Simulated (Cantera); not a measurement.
Input (Python, Cantera) and output of one run.

```python
import numpy as np
import cantera as ct

gas_names = """
    H HO2 H2 H2O H2O2 O OH O2 O3 Zr ZrO ZrO2
""".split()
cond_names = """
    H2O(s) H2O(L) Zr(a) Zr(b) Zr(L) ZrO2(a) ZrO2(b) ZrO2(L)
""".split()


def load(file, names, dense=False):
    # The tables refer to 1 bar. Condensed volumes are neglected.
    table = {s.name: s for s in ct.Species.list_from_file(file)}
    out = []
    for n in names:
        d = dict(table[n].input_data)
        d["thermo"] = dict(d["thermo"], **{"reference-pressure": 1e5})
        if dense:
            d["equation-of-state"] = {"model": "constant-volume", "density": "1e6 g/cm^3"}
        out.append(ct.Species.from_dict(d))
    return out


gas = ct.Solution(thermo="ideal-gas", species=load("nasa_gas.yaml", gas_names))
cond = {s.name: ct.Solution(thermo="fixed-stoichiometry", species=[s], name=s.name)
        for s in load("nasa_condensed.yaml", cond_names, dense=True)}
atoms = {
    'ZrO2': {'Zr': 1, 'O': 2},
    'H2': {'H': 2},
}
top_T = {}  # K; cautious upper limits of use, not melting points


def equilibrate(T, P, feed):
    n = {}
    for name, mol in feed.items():
        for a, k in atoms[name].items():
            n[a] = n.get(a, 0.0) + k * mol
    gas.TPX = T, P, n
    mass = sum(n.values()) * gas.mean_molecular_weight
    gas.equilibrate("TP")
    valid = [c for c in cond.values() if c.min_temp <= T <= top_T.get(c.name, c.max_temp)]
    mix = ct.Mixture([(gas, mass / gas.mean_molecular_weight)] + [(c, 0.0) for c in valid])
    mix.T, mix.P = T, P
    mix.equilibrate("TP", solver="vcs", rtol=1e-11, max_steps=5000)
    return mix


results = []
feed = {'ZrO2': 1, 'H2': 310}  # mol
T = 1950  # K
for P in [10, 68, 460, 3200, 22000, 150000, 1000000]:
    mix = equilibrate(T, P, feed)
    results.append((T, P, feed, dict(zip(mix.species_names, mix.species_moles))))

top = {s: max(r[3][s] / sum(r[3][g] for g in gas_names) for r in results) for s in gas_names}
cols = sorted((s for s in top if top[s] > 0.0001), key=lambda s: -top[s])[:8]
seen = [c for c in cond_names if any(r[3].get(c, 0) > 1e-12 for r in results)]
print("log10 of partial pressures in bar; condensed amounts in mol")
print(f"{'P/Pa':>10s}" + "".join(f"{s[:9]:>10s}" for s in cols + seen))
for T, P, feed, n in results:
    ng = sum(n[g] for g in gas_names)
    print(f"{P:10.4g}" + "".join(f"{np.log10(max(n[s] / ng * P / 1e5, 1e-99)):10.3f}" for s in cols)
          + "".join(f"{n.get(c, 0):10.4g}" for c in seen))
```

It prints:

```
log10 of partial pressures in bar; condensed amounts in mol
      P/Pa        H2         H     Zr(b)   ZrO2(b)
        10    -4.050    -4.966         0    0.9963
        68    -3.187    -4.534         0    0.9986
       460    -2.345    -4.113         0    0.9995
      3200    -1.498    -3.690         0    0.9998
   2.2e+04    -0.659    -3.270 9.043e-05    0.9999
   1.5e+05     0.176    -2.853 0.0001038    0.9999
     1e+06     1.000    -2.441 0.0001057    0.9999
```

Cantera equilibrium calculation (NASA polynomials, part measured and part estimated; ideal gas, pure solids and liquids). Mutual solubility and eutectic melting of coexisting phases are not modelled. Condensed phases not in the tables: N, O or C dissolved in the metal.
